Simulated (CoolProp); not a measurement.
Propylene at 318.81 K and 1.3 MPa flows at 3.2 m/s in a round tube of 100 mm bore and 0.25 µm roughness, fully developed (64/Re and Nu = 3.66 if laminar; Colebrook and Gnielinski if turbulent). Each further row changes one setting.

Model: reference Helmholtz-energy equation of state, Lemmon 2013, in CoolProp.

| case | Reynolds number | Darcy friction factor | pressure drop (Pa/m) | heat-transfer coefficient (W/(m² K)) | mass flow (kg/h) |
|---|---|---|---|---|---|
| as stated | 832000 | 0.0121 | 15.4 | … | 2260 |
| velocity 6.4 m/s | 1660000 | 0.0108 | … | 434 | 4510 |
| diameter 200 mm | 1660000 | … | 6.85 | 216 | 9030 |

Q: What belongs in the gaps?

A: 
- as stated, heat-transfer coefficient (W/(m² K)): 244
- velocity 6.4 m/s, pressure drop (Pa/m): 55.0
- diameter 200 mm, Darcy friction factor: 0.0107

Viscosity comes from a separate model (Huber 2003), an estimate that may be off by 10 % or more. Thermal conductivity comes from a separate model (Huber 2003), an estimate that may be off by 10 % or more.
